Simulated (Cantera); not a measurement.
An adiabatic, constant-volume homogeneous reactor starts with CO : H2 : CH4 : O2 : N2 = 1 : 0.62 : 0.082 : 0.609 : 4.93 (molar parts), equivalence ratio 1.6, at 1325 K and 110000 Pa. Integrator tolerance rtol = 1e-08.

Model: GRI-Mech 3.0 (53 species, 325 reactions), integrated in Cantera.

What does this change do: CH4 0.082 to 0.13 parts?


| quantity | before | after |
|---|---|---|
| time of steepest temperature rise | 66.6 µs | 95.5 µs |
| temperature at 0.600 s | 2621 K | 2585 K |
| equilibrium temperature | 2621 K | 2585 K |
| x(CO) at 0.600 s | 0.0923 (gas-phase equilibrium 0.0923) | 0.106 (gas-phase equilibrium 0.106) |
| x(H2) at 0.600 s | 0.0195 (gas-phase equilibrium 0.0195) | 0.0279 (gas-phase equilibrium 0.0279) |
| x(CH4) at 0.600 s | <1e-12 (gas-phase equilibrium <1e-12) | <1e-12 (gas-phase equilibrium <1e-12) |
| x(H) at 0.600 s | 0.00410 (gas-phase equilibrium 0.00410) | 0.00423 (gas-phase equilibrium 0.00423) |
| x(HO2) at 0.600 s | 4.44e-7 (gas-phase equilibrium 4.44e-7) | 2.02e-7 (gas-phase equilibrium 2.02e-7) |
| x(HCN) at 0.600 s | 1.00e-8 (gas-phase equilibrium 1.00e-8) | 1.88e-8 (gas-phase equilibrium 1.88e-8) |
| x(CH2) at 0.600 s | <1e-12 (gas-phase equilibrium <1e-12) | <1e-12 (gas-phase equilibrium <1e-12) |

What does this change do: pressure from 110000 Pa to 95000 Pa?


```
quantity                                                            before                                    after
---------------------------------  ---------------------------------------  ---------------------------------------
time of steepest temperature rise                                  66.6 µs                                  76.0 µs
temperature at 0.600 s                                              2621 K                                   2615 K
equilibrium temperature                                             2621 K                                   2615 K
x(CO) at 0.600 s                     0.0923 (gas-phase equilibrium 0.0923)    0.0924 (gas-phase equilibrium 0.0924)
x(H2) at 0.600 s                     0.0195 (gas-phase equilibrium 0.0195)    0.0196 (gas-phase equilibrium 0.0196)
x(CH4) at 0.600 s                    <1e-12 (gas-phase equilibrium <1e-12)    <1e-12 (gas-phase equilibrium <1e-12)
x(H) at 0.600 s                    0.00410 (gas-phase equilibrium 0.00410)  0.00432 (gas-phase equilibrium 0.00432)
x(HO2) at 0.600 s                  4.44e-7 (gas-phase equilibrium 4.44e-7)  4.46e-7 (gas-phase equilibrium 4.46e-7)
x(HCN) at 0.600 s                  1.00e-8 (gas-phase equilibrium 1.00e-8)  8.74e-9 (gas-phase equilibrium 8.74e-9)
x(CH2) at 0.600 s                    <1e-12 (gas-phase equilibrium <1e-12)    <1e-12 (gas-phase equilibrium <1e-12)
```
